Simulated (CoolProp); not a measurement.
Vapour-liquid equilibrium of carbon dioxide (1) + isobutane (2) at 6.55 °C; x and y are mole fractions of (1).

Values from CoolProp's multi-fluid Helmholtz-energy mixture model, Span 1996 and Bücker 2006; pair parameters Kunz 2012.

Give the bubble pressure and the first vapour's composition at x = 0.575, 0.65, 0.725. Is there an azeotrope?

x = 0.575: 25.99 bar, y = 0.928; x = 0.65: 28.23 bar, y = 0.937; x = 0.725: 30.52 bar, y = 0.946. No azeotrope shows between x = 0.05 and 0.95.

Pair parameters are fitted to limited data, so mixtures are less certain than the pure fluids. The gap from Raoult's law changes sign with composition, which may be real or a fault of the pair parameters; it wasn't checked against measurements.
